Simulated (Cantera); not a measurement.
A closed system holds: 1 mol BN, 18 mol F2, 1.2 mol N2, held at 1625 °C and 368 Torr.

Cantera equilibrium calculation (NASA polynomials, part measured and part estimated; ideal gas, pure solids and liquids). Candidate condensed phases: B, BN; 13 gas species. Kinetics and transport are ignored.

Question: What is the equilibrium state?

Answer: 
| Quantity | Result |
|---|---|
| x(F) | 0.921 |
| x(N2) | 0.0478 |
| x(BF3) | 0.0281 |
| x(F2) | 0.00334 |
| gas amount | 35.58 mol |
| log10 activity of B(s) (absent) | -25.69 |
